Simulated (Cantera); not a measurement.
Cantera run:

```python
import numpy as np
import cantera as ct

gas_names = """
    N N2 Si SiN Si2 Si2N Si3
""".split()
cond_names = """
    Si(cr) Si(L) Si3N4(a)
""".split()


# ... load() reads the species with a 1 bar reference pressure and builds the phases ...
atoms = {
    'Si3N4': {'Si': 3, 'N': 4},
    'Si': {'Si': 1},
    'N2': {'N': 2},
}
top_T = {'Si3N4(a)': 2400}  # K; cautious upper limits of use, not melting points


# ... equilibrate(T, P, feed) seeds the gas with the atoms and calls Mixture.equilibrate('TP', solver="vcs", rtol=1e-11, max_steps=5000) ...
results = []
feed = {'Si3N4': 1, 'Si': 0.046, 'N2': 0.65}  # mol
P = 740  # Pa
for T in [1573, 1723, 1873, 2023, 2173, 2323, 2473, 2623, 2773, 2923, 3073]:
    mix = equilibrate(T, P, feed)
    results.append((T, P, feed, dict(zip(mix.species_names, mix.species_moles))))
    x = sorted(zip(gas.X, gas.species_names), reverse=True)
    print(f"T = {T:g} K  P = {P:g} Pa  gas = {mix.phase_moles(0):.4g} mol")
    print("   x: " + "  ".join(f"{s} {v:.3e}" for v, s in x if v > 1e-05))
    print("   condensed (mol): " + ("  ".join(f"{mix.phase(i).name} {mix.phase_moles(i):.4g}"
          for i in range(1, mix.n_phases) if mix.phase_moles(i) > 1e-12) or "none"))
```

Output:

```
T = 1573 K  P = 740 Pa  gas = 0.6193 mol
   x: N2 1.000e+00
   condensed (mol): Si3N4(a) 1.015
T = 1723 K  P = 740 Pa  gas = 0.6194 mol
   x: N2 9.999e-01  Si 6.213e-05
   condensed (mol): Si3N4(a) 1.015
T = 1873 K  P = 740 Pa  gas = 2.653 mol
   x: N2 9.987e-01  Si 1.192e-03  Si2N 5.485e-05  SiN 3.688e-05
   condensed (mol): Si(L) 3.042
T = 2023 K  P = 740 Pa  gas = 2.671 mol
   x: N2 9.918e-01  Si 7.689e-03  Si2N 2.088e-04  SiN 1.624e-04  Si2 8.419e-05  Si3 1.785e-05
   condensed (mol): Si(L) 3.023
T = 2173 K  P = 740 Pa  gas = 2.759 mol
   x: N2 9.599e-01  Si 3.822e-02  Si2N 6.479e-04  Si2 5.801e-04  SiN 5.739e-04  Si3 1.147e-04
   condensed (mol): Si(L) 2.931
T = 2323 K  P = 740 Pa  gas = 3.152 mol
   x: N2 8.390e-01  Si 1.540e-01  Si2 3.096e-03  Si2N 1.638e-03  SiN 1.631e-03  Si3 5.737e-04
   condensed (mol): Si(L) 2.52
T = 2473 K  P = 740 Pa  gas = 5.57 mol
   x: Si 5.066e-01  N2 4.728e-01  Si2 1.258e-02  SiN 3.145e-03  Si2N 2.751e-03  Si3 2.128e-03
   condensed (mol): none
T = 2623 K  P = 740 Pa  gas = 5.647 mol
   x: Si 5.231e-01  N2 4.676e-01  Si2 5.632e-03  SiN 2.598e-03  Si2N 7.223e-04  Si3 3.159e-04
   condensed (mol): none
T = 2773 K  P = 740 Pa  gas = 5.672 mol
   x: Si 5.289e-01  N2 4.660e-01  Si2 2.653e-03  SiN 2.161e-03  Si2N 2.122e-04  Si3 5.463e-05  N 2.270e-05
   condensed (mol): none
T = 2923 K  P = 740 Pa  gas = 5.683 mol
   x: Si 5.313e-01  N2 4.653e-01  SiN 1.826e-03  Si2 1.334e-03  Si2N 6.994e-05  N 6.635e-05  Si3 1.112e-05
   condensed (mol): none
T = 3073 K  P = 740 Pa  gas = 5.688 mol
   x: Si 5.325e-01  N2 4.650e-01  SiN 1.567e-03  Si2 7.141e-04  N 1.748e-04  Si2N 2.559e-05
   condensed (mol): none
```

Cantera equilibrium calculation (NASA polynomials, part measured and part estimated; ideal gas, pure solids and liquids). The tables' values for SiN are old estimates; treat these amounts as uncertain.
